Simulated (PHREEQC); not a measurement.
## City or well water: an equilibrium model

Synthetic water in mg/kgw, 20 °C, pH 8.31, pe -0:

| constituent | mg/kgw |
|---|---|
| Na | 30.5 |
| K | 20.9 |
| Ca | 10.6 |
| Mg | 1.65 |
| Cl | 45.6 |
| S(6) as SO4 | 11.5 |
| Alkalinity as HCO3 | 59 |
| N(-3) as NH4 | 0.214 |

Valence states are taken as typed.

The numbers come from PHREEQC with the ion-association model, phreeqc.dat.

```
Item                            Value
--------------------  ---------------
ionic strength        0.00294 mol/kgw
specific conductance        257 µS/cm
charge-balance error            0.9 %
```

```csv
species,molality,activity,log γ
Na+,0.00133,0.00125,-0.025
Cl-,0.00129,0.00121,-0.026
HCO3-,0.000936,0.000884,-0.025
K+,0.000534,0.000503,-0.026
Ca+2,0.000257,0.000204,-0.100
SO4-2,0.000115,9.09e-5,-0.101
Mg+2,6.60e-5,5.25e-5,-0.099
NH4+,1.10e-5,1.04e-5,-0.026
CO2,1.04e-5,1.04e-5,0.000
CO3-2,9.57e-6,7.60e-6,-0.100
CaSO4,3.17e-6,3.17e-6,0.000
CaCO3,2.37e-6,2.38e-6,0.000
CaHCO3+,2.23e-6,2.11e-6,-0.025
OH-,1.48e-6,1.40e-6,-0.026
MgSO4,9.80e-7,9.80e-7,0.000
NH3,8.41e-7,8.42e-7,0.000
```

No solid was allowed to form.
